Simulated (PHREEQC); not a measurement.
Consider water at 3.7 °C with 0.0032 mol HF, 0.00048 mol NH4F and 0.0004 mol (NH4)2SiF6 per kg of water. It is in equilibrium with CO2 at log p = -3.4 (atm). Otherwise closed; pH follows from the charge balance.

The numbers come from PHREEQC with the ion-association model, phreeqc.dat.

The pH comes out as 2.93, the ionic strength comes out as 0.00291 mol/kgw and the total alkalinity comes out as -4.80 meq/kg.

```tsv
species	molality	activity	log γ
HF	0.00196	0.00196	0.000
F-	0.00170	0.00161	-0.025
NH4+	0.00128	0.00121	-0.026
H+	0.00123	0.00117	-0.023
SiF6-2	0.000399	0.000319	-0.098
CO2	2.68e-5	2.69e-5	0.000
HF2-	1.02e-5	9.66e-6	-0.025
H4SiO4	7.81e-7	7.81e-7	0.000
```

This is a speciation only: nothing precipitates in the calculation. Away from 25 °C the constants follow the database's enthalpies or fits; those with neither stay at their 25 °C values. SiF6-2 is the database's only silicon fluoride.
